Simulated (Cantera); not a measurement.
A perfectly stirred reactor is fed with CO : O2 : H2O : N2 = 0.019 : 0.1 : 0.0032 : 1 (molar parts), equivalence ratio 0.095, at 500000 Pa; it is held at 1523 K, and followed from long to short residence time.

Computed with Cantera and GRI-Mech 3.0 (53 species, 325 reactions).

Task: What does this change do: pressure from 500000 Pa to 250000 Pa?

Result: 
```json
[
 {"quantity": "x(CO) at τ = 2.70 s", "before": "2.44e-5", "after": "3.29e-5"},
 {"quantity": "x(O2) at τ = 2.70 s", "before": "0.0813", "after": "0.0813"},
 {"quantity": "x(H2O) at τ = 2.70 s", "before": "0.00287", "after": "0.00286"},
 {"quantity": "x(N2O) at τ = 2.70 s", "before": "6.01e-7", "after": "6.53e-7"},
 {"quantity": "x(HO2) at τ = 2.70 s", "before": "1.29e-7", "after": "1.52e-7"},
 {"quantity": "x(CO) at τ = 24.0 ms", "before": "0.000688", "after": "0.000845"},
 {"quantity": "x(O2) at τ = 24.0 ms", "before": "0.0816", "after": "0.0816"},
 {"quantity": "x(H2O) at τ = 24.0 ms", "before": "0.00284", "after": "0.00281"},
 {"quantity": "x(N2O) at τ = 24.0 ms", "before": "4.92e-6", "after": "3.51e-6"},
 {"quantity": "x(HO2) at τ = 24.0 ms", "before": "2.27e-6", "after": "2.27e-6"}
]
```

Task: What does this change do: N2 1 to 3.6 parts?

Result: 
| quantity | before | after |
|---|---|---|
| x(CO) at τ = 2.70 s | 2.44e-5 | 1.50e-5 |
| x(O2) at τ = 2.70 s | 0.0813 | 0.0244 |
| x(H2O) at τ = 2.70 s | 0.00287 | 0.000857 |
| x(N2O) at τ = 2.70 s | 6.01e-7 | 5.32e-7 |
| x(HO2) at τ = 2.70 s | 1.29e-7 | 6.61e-8 |
| x(CO) at τ = 24.0 ms | 0.000688 | 0.000435 |
| x(O2) at τ = 24.0 ms | 0.0816 | 0.0246 |
| x(H2O) at τ = 24.0 ms | 0.00284 | 0.000845 |
| x(N2O) at τ = 24.0 ms | 4.92e-6 | 4.16e-6 |
| x(HO2) at τ = 24.0 ms | 2.27e-6 | 1.14e-6 |

Task: What does this change do: temperature 1523 to 1050 K?

Result: 
```json
[
 {"quantity": "x(CO) at τ = 2.70 s", "before": "2.44e-5", "after": "0.00506"},
 {"quantity": "x(O2) at τ = 2.70 s", "before": "0.0813", "after": "0.0837"},
 {"quantity": "x(H2O) at τ = 2.70 s", "before": "0.00287", "after": "0.00287"},
 {"quantity": "x(N2O) at τ = 2.70 s", "before": "6.01e-7", "after": "1.05e-6"},
 {"quantity": "x(HO2) at τ = 2.70 s", "before": "1.29e-7", "after": "2.13e-6"},
 {"quantity": "x(CO) at τ = 24.0 ms", "before": "0.000688", "after": "0.0166"},
 {"quantity": "x(O2) at τ = 24.0 ms", "before": "0.0816", "after": "0.0890"},
 {"quantity": "x(H2O) at τ = 24.0 ms", "before": "0.00284", "after": "0.00285"},
 {"quantity": "x(N2O) at τ = 24.0 ms", "before": "4.92e-6", "after": "1.80e-8"},
 {"quantity": "x(HO2) at τ = 24.0 ms", "before": "2.27e-6", "after": "2.34e-6"}
]
```
